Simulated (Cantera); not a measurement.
## Adiabatic ignition

An adiabatic, constant-pressure homogeneous reactor starts with 21.0 % CO, 1.45 % H2, 16.3 % O2, 61.2 % N2, at 1350 K and 0.890 bar.

Detailed kinetics in Cantera: GRI-Mech 3.0 (53 species, 325 reactions).

| t (s) | T (K) | x CO | x H2 | x O2 | x HO2 | x OH |
|---|---|---|---|---|---|---|
| 4.00e-6 | 1350 | 0.210 | 0.0145 | 0.163 | 7.72e-9 | 1.15e-8 |
| 1.39e-5 | 1350 | 0.210 | 0.0145 | 0.163 | 5.99e-8 | 1.89e-7 |
| 4.85e-5 | 1351 | 0.210 | 0.0138 | 0.162 | 2.56e-5 | 0.000213 |
| 0.000169 | 1819 | 0.112 | 0.00106 | 0.0903 | 8.92e-6 | 0.00430 |
| 0.000587 | 2304 | 0.0790 | 0.000894 | 0.0835 | 2.78e-6 | 0.00649 |
| 0.00204 | 2579 | 0.0531 | 0.000548 | 0.0750 | 2.60e-6 | 0.00591 |
| 0.00711 | 2613 | 0.0480 | 0.000493 | 0.0699 | 2.80e-6 | 0.00554 |
| 0.0248 | 2608 | 0.0476 | 0.000491 | 0.0678 | 2.72e-6 | 0.00543 |
| 0.0862 | 2608 | 0.0476 | 0.000491 | 0.0677 | 2.71e-6 | 0.00543 |
| 0.300 | 2608 | 0.0476 | 0.000491 | 0.0677 | 2.71e-6 | 0.00543 |
x: mole fraction; the columns are a selection and need not sum to one.

```
Item                                                                   Value
---------------------------------  -----------------------------------------
time of steepest temperature rise                                    76.9 µs
temperature at 0.300 s                                                2608 K
equilibrium temperature                                               2608 K
x(CO) at 0.300 s                       0.0476 (gas-phase equilibrium 0.0476)
x(H2) at 0.300 s                   0.000491 (gas-phase equilibrium 0.000491)
x(O2) at 0.300 s                       0.0677 (gas-phase equilibrium 0.0677)
```
